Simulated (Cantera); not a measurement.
A closed system holds: 1 mol MgO, 5.8 mol HF, 3.8 mol N₂, at 1002 °C.

Equilibrium computed with Cantera from the NASA thermochemical tables; the gas is ideal and each condensed phase is pure. Candidate condensed phases: H₂O, Mg, MgF₂, MgO, Mg(OH)₂; 50 gas species. Mutual solubility and eutectic melting of coexisting phases are not modelled. Equilibrium is a limit: real reactors are often held back by kinetics, nucleation or transport.

Problem. What share of the Mg ends up in condensed phases as a function of P (Pa), at 1, 6.80, 46, 320, 2200, 15000, 100000?

Solution. 
| P (Pa) | Mg condensed (%) | as |
|---|---|---|
| 1 | 95.0 | MgO(s) |
| 6.80 | 96.1 | MgF₂(s) + MgO(s) |
| 46 | 99.4 | MgF₂(s) + MgO(s) |
| 320 | 99.9 | MgF₂(s) |
| 2200 | 100.0 | MgF₂(s) |
| 15000 | 100.0 | MgF₂(s) |
| 100000 | 100.0 | MgF₂(s) |
